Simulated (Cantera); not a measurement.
Charge: 1 mol Ni, 0.011 mol H2S, 180 mol N2, at 1275 K and 12.0 bar.

Method: chemical equilibrium by Gibbs-energy minimisation in Cantera with the NASA 1993 tables (ideal gas, pure condensed phases). Candidate condensed phases: Ni, NiS, NiS2, Ni3S2, Ni3S4, S; 17 gas species. Metal and sulfide melt together well below either melting point, which pure phases cannot show. Mutual solubility and eutectic melting of coexisting phases are not modelled. Rates play no part.

Base state: N2 1.000, H2 6.06e-5 (mole fractions); condensed: Ni(s) + Ni3S2(l).

### Question
What changes in the equilibrium state with this change: temperature from 1275 K to 1873.15 K?

### Answer
| species | before | after |
|---|---|---|
| N2 | 1.000 | 1.000 |
| H2 | 6.06e-5 | 5.84e-5 |
| S2 | 3.47e-8 | 2.74e-5 |
| Ni(s), mol | 0.984 | 0 |
| Ni3S2(l), mol | 0.00545 | 0 |
| Ni(l), mol | 0 | 0.999 |

### Question
What changes in the equilibrium state with this change: temperature from 1275 K to 1723 K?

### Answer
| species | before | after |
|---|---|---|
| N2 | 1.000 | 1.000 |
| H2 | 6.06e-5 | 5.96e-5 |
| Ni(s), mol | 0.984 | 0.989 |
| Ni3S2(l), mol | 0.00545 | 0.00353 |
